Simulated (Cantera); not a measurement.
**Adiabatic ignition**

An adiabatic, constant-volume homogeneous reactor starts with 9.17 % C3H8, 19.1 % O2, 71.8 % N2, at 1200 K and 4.20 bar.

Computed with Cantera and GRI-Mech 3.0 (53 species, 325 reactions). GRI-Mech 3.0 was tuned for natural gas; its chemistry of propane as a main component is partial and can be far from experiment.

```tsv
t (s)	T (K)	P (bar)	x C3H8	x O2	x CH3	x HCN	x C2H4	x NO
8.00e-6	1200	4.20	0.0917	0.191	5.53e-6	<1e-12	6.02e-6	<1e-12
2.39e-5	1200	4.20	0.0916	0.191	1.84e-5	<1e-12	2.91e-5	<1e-12
7.13e-5	1200	4.20	0.0915	0.191	4.53e-5	<1e-12	0.000179	<1e-12
0.000213	1200	4.20	0.0908	0.190	4.99e-5	<1e-12	0.000745	<1e-12
0.000635	1200	4.21	0.0888	0.189	5.26e-5	<1e-12	0.00261	<1e-12
0.00190	1208	4.28	0.0797	0.185	7.08e-5	<1e-12	0.0108	<1e-12
0.00566	2475	11.8	<1e-12	2.68e-7	3.14e-9	1.02e-5	<1e-12	4.27e-5
0.0169	2475	11.8	<1e-12	2.69e-7	3.00e-9	4.60e-6	<1e-12	2.06e-5
0.0504	2475	11.8	<1e-12	2.69e-7	3.00e-9	4.56e-6	<1e-12	2.04e-5
0.150	2475	11.8	<1e-12	2.69e-7	3.00e-9	4.56e-6	<1e-12	2.04e-5
0.449	2475	11.8	<1e-12	2.69e-7	3.00e-9	4.56e-6	<1e-12	2.04e-5
1.34	2475	11.8	<1e-12	2.69e-7	3.00e-9	4.56e-6	<1e-12	2.04e-5
4.00	2475	11.8	<1e-12	2.69e-7	3.00e-9	4.56e-6	<1e-12	2.04e-5
```
x: mole fraction; the columns are a selection and need not sum to one.

The time of steepest temperature rise is 2.89 ms and the temperature at 4.00 s is 2475 K. The equilibrium temperature is 2475 K. The x(C3H8) at 4.00 s is <1e-12 (gas-phase equilibrium <1e-12) and the x(O2) at 4.00 s comes out as 2.69e-7 (gas-phase equilibrium 2.69e-7). The x(CH3) at 4.00 s is 3.00e-9 (gas-phase equilibrium 3.36e-9).
